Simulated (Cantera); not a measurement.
A Cantera script and what it prints.

```python
import numpy as np
import cantera as ct

gas_names = [...]  # 83 gases of nasa_gas.yaml made of C, H, S
cond_names = """
    C(gr) C6H6(L) C7H8(L) C8H18(L),n-octa S(cr1) S(cr2) S(L)
""".split()


# ... load() reads the species with a 1 bar reference pressure and builds the phases ...
atoms = {
    'CS2': {'C': 1, 'S': 2},
    'H2': {'H': 2},
}
top_T = {'C(gr)': 4500}  # K; cautious upper limits of use, not melting points


# ... equilibrate(T, P, feed) seeds the gas with the atoms and calls Mixture.equilibrate('TP', solver="vcs", rtol=1e-11, max_steps=5000) ...
results = []
feed = {'CS2': 1, 'H2': 6.3}  # mol
P = 2400  # Pa
for T in [3000, 3050, 3100, 3150, 3200, 3250, 3300, 3350, 3400, 3450]:
    mix = equilibrate(T, P, feed)
    results.append((T, P, feed, dict(zip(mix.species_names, mix.species_moles))))
    x = sorted(zip(gas.X, gas.species_names), reverse=True)
    print(f"T = {T:g} K  P = {P:g} Pa  gas = {mix.phase_moles(0):.4g} mol")
    print("   x: " + "  ".join(f"{s} {v:.3e}" for v, s in x if v > 1e-06))
    print("   condensed (mol): " + ("  ".join(f"{mix.phase(i).name} {mix.phase_moles(i):.4g}"
          for i in range(1, mix.n_phases) if mix.phase_moles(i) > 1e-12) or "none"))
```

Output:

```
T = 3000 K  P = 2400 Pa  gas = 11.29 mol
   x: H 5.422e-01  H2 2.830e-01  CS 8.808e-02  S 7.621e-02  SH 7.720e-03  S2 2.178e-03  CS2 3.170e-04  H2S 1.974e-04  C 9.360e-05  C2H2,acetylene 3.458e-05  C2H 1.139e-05  CH 3.464e-06  C2 2.594e-06  C3 1.132e-06
   condensed (mol): none
T = 3050 K  P = 2400 Pa  gas = 11.65 mol
   x: H 5.858e-01  H2 2.442e-01  CS 8.531e-02  S 7.596e-02  SH 6.493e-03  S2 1.623e-03  CS2 2.302e-04  C 1.471e-04  H2S 1.386e-04  C2H2,acetylene 3.333e-05  C2H 1.475e-05  CH 4.663e-06  C2 4.284e-06  C3 1.821e-06
   condensed (mol): none
T = 3100 K  P = 2400 Pa  gas = 12.02 mol
   x: H 6.263e-01  H2 2.083e-01  CS 8.270e-02  S 7.547e-02  SH 5.428e-03  S2 1.212e-03  C 2.285e-04  CS2 1.684e-04  H2S 9.650e-05  C2H2,acetylene 3.187e-05  C2H 1.891e-05  C2 7.009e-06  CH 6.186e-06  C3 2.915e-06  CH2 1.042e-06
   condensed (mol): none
T = 3150 K  P = 2400 Pa  gas = 12.36 mol
   x: H 6.630e-01  H2 1.758e-01  CS 8.027e-02  S 7.488e-02  SH 4.520e-03  S2 9.112e-04  C 3.508e-04  CS2 1.242e-04  H2S 6.679e-05  C2H2,acetylene 3.017e-05  C2H 2.397e-05  C2 1.134e-05  CH 8.089e-06  C3 4.626e-06  CH2 1.097e-06
   condensed (mol): none
T = 3200 K  P = 2400 Pa  gas = 12.68 mol
   x: H 6.955e-01  H2 1.470e-01  CS 7.803e-02  S 7.429e-02  SH 3.756e-03  S2 6.905e-04  C 5.319e-04  CS2 9.254e-05  H2S 4.606e-05  C2H 3.001e-05  C2H2,acetylene 2.825e-05  C2 1.810e-05  CH 1.042e-05  C3 7.254e-06  CH2 1.136e-06
   condensed (mol): none
T = 3250 K  P = 2400 Pa  gas = 12.98 mol
   x: H 7.236e-01  H2 1.220e-01  CS 7.595e-02  S 7.380e-02  SH 3.121e-03  C 7.959e-04  S2 5.289e-04  CS2 6.969e-05  C2H 3.702e-05  H2S 3.174e-05  C2 2.845e-05  C2H2,acetylene 2.614e-05  CH 1.323e-05  C3 1.120e-05  CH2 1.159e-06
   condensed (mol): none
T = 3300 K  P = 2400 Pa  gas = 13.24 mol
   x: H 7.476e-01  H2 1.005e-01  CS 7.399e-02  S 7.348e-02  SH 2.598e-03  C 1.174e-03  S2 4.101e-04  CS2 5.305e-05  C2H 4.493e-05  C2 4.393e-05  C2H2,acetylene 2.386e-05  H2S 2.190e-05  C3 1.697e-05  CH 1.654e-05  CH2 1.166e-06
   condensed (mol): none
T = 3350 K  P = 2400 Pa  gas = 13.48 mol
   x: H 7.676e-01  H2 8.247e-02  S 7.341e-02  CS 7.207e-02  SH 2.170e-03  C 1.706e-03  S2 3.224e-04  C2 6.646e-05  C2H 5.353e-05  CS2 4.081e-05  C3 2.509e-05  C2H2,acetylene 2.145e-05  CH 2.036e-05  H2S 1.517e-05  CH2 1.156e-06
   condensed (mol): none
T = 3400 K  P = 2400 Pa  gas = 13.68 mol
   x: H 7.840e-01  S 7.364e-02  CS 7.012e-02  H2 6.744e-02  C 2.437e-03  SH 1.821e-03  S2 2.573e-04  C2 9.819e-05  C2H 6.243e-05  C3 3.605e-05  CS2 3.171e-05  CH 2.465e-05  C2H2,acetylene 1.895e-05  H2S 1.056e-05  CH2 1.129e-06
   condensed (mol): none
T = 3450 K  P = 2400 Pa  gas = 13.86 mol
   x: H 7.972e-01  S 7.421e-02  CS 6.806e-02  H2 5.504e-02  C 3.418e-03  SH 1.537e-03  S2 2.087e-04  C2 1.412e-04  C2H 7.109e-05  C3 5.004e-05  CH 2.933e-05  CS2 2.486e-05  C2H2,acetylene 1.642e-05  H2S 7.414e-06  CH2 1.086e-06
   condensed (mol): none
```

These are equilibrium values from Cantera (NASA tables, ideal gas, pure condensed phases), not measurements of a reactor.
